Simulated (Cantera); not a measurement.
An adiabatic, constant-pressure homogeneous reactor starts with 4.32 % CH4, 20.1 % O2, 75.6 % N2, at 1325 K and 1880 Torr.

Model: GRI-Mech 3.0 (53 species, 325 reactions), integrated in Cantera.

One state of this run: T (K) = 2198; x CH4 = <1e-12; x O2 = 0.109; x NO2 = 1.29e-5; x C2H = <1e-12; x HCN = <1e-12. x: mole fraction; the columns are a selection and need not sum to one.

Problem. Which value of t (s) does it belong to?
(A) 1.02
(B) 0.00156
(C) 2.06e-5
(D) 6.08e-5

Solution. A, 1.02
